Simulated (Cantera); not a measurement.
Predominance diagram of Ca at 1200 K against the partial pressures of O2 and Cl2 (log10, bar). Standard-state values (1 bar) from the NASA 1993 polynomials, evaluated with Cantera. Candidates: Ca(l), CaCl2(l), CaO(s). Only these pure phases compete in this equilibrium. Not in the tables: oxide halides.

```
log p(Cl2) \ log p(O2)
        columns: -36, -34.4, -32.9, -31.3, -29.7, -28.2, -26.6, -25, -23.5, -21.9, -20.3, -18.8, -17.2, -15.7, -14.1, -12.5, -11, -9.4, -7.8, -6.3, -4.7, -3.1, -1.6, 0
      0  A A A A A A A A A A A A A A A A A A A A A A A A
   -1.7  A A A A A A A A A A A A A A A A A A A A A A A A
   -3.4  A A A A A A A A A A A A A A A A A A A A A A A A
   -5.1  A A A A A A A A A A A A A A A A A A A A A A A B
   -6.9  A A A A A A A A A A A A A A A A A A A A A B B B
   -8.6  A A A A A A A A A A A A A A A A A A B B B B B B
  -10.3  A A A A A A A A A A A A A A A A B B B B B B B B
    -12  A A A A A A A A A A A A A A B B B B B B B B B B
  -13.7  A A A A A A A A A A A A B B B B B B B B B B B B
  -15.4  A A A A A A A A A A B B B B B B B B B B B B B B
  -17.1  A A A A A A A A B B B B B B B B B B B B B B B B
  -18.9  A A A A A B B B B B B B B B B B B B B B B B B B
  -20.6  A A A B B B B B B B B B B B B B B B B B B B B B
  -22.3  A B B B B B B B B B B B B B B B B B B B B B B B
    -24  B B B B B B B B B B B B B B B B B B B B B B B B
```

A: CaCl2(l); B: CaO(s).
